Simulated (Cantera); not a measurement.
Feed: 1 mol (CH3)2SiCl2, 0.87 mol C2H2, 1000 mol H2, held at 90.0 Torr.

Cantera equilibrium calculation (NASA polynomials, part measured and part estimated; ideal gas, pure solids and liquids). Candidate condensed phases: C, C6H6, C7H8, C8H18, Si, SiC; 109 gas species. The feed counts by its element totals alone. The numbers say what is thermodynamically allowed, not how fast it happens. All values below are at 1800 K.

Base state: H2 0.997, HCl 0.00199, H 0.00103, C2H2 (acetylene) 0.000175, CH4 9.17e-5 (mole fractions); condensed: C(graphite) + SiC(s).

Task: What changes in the equilibrium state with this change: (CH3)2SiCl2 replaced by CH3SiCl3?

Result: 
```csv
species,before,after
H2,0.997,0.996
HCl,0.00199,0.00298
H,0.00103,0.00103
CH4,9.17e-5,9.15e-5
C2H2 (acetylene),0.000175,0.000175
"C(graphite), mol",2.30,1.30
"SiC(s), mol",0.998,0.998
```
